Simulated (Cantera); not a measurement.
# Ignition delay

Mixture: 5.11 % CH4, 1.43 % C2H6, 16.3 % O2, 77.1 % N2, equivalence ratio 0.93, at 413 Torr, adiabatic and at constant pressure. Ignition delay is the time to a rise of 400 K.

Cantera simulation using GRI-Mech 3.0 (53 species, 325 reactions); the numbers are that mechanism's predictions, not measurements.

```csv
T0 (K),delay (ms)
1275,1.57
1375,0.615
1475,0.285
1575,0.146
1675,0.0809
1775,0.0491
1875,0.0323
1975,0.0228
```

The apparent activation energy between 1775 and 1975 K is 110 kJ/mol.
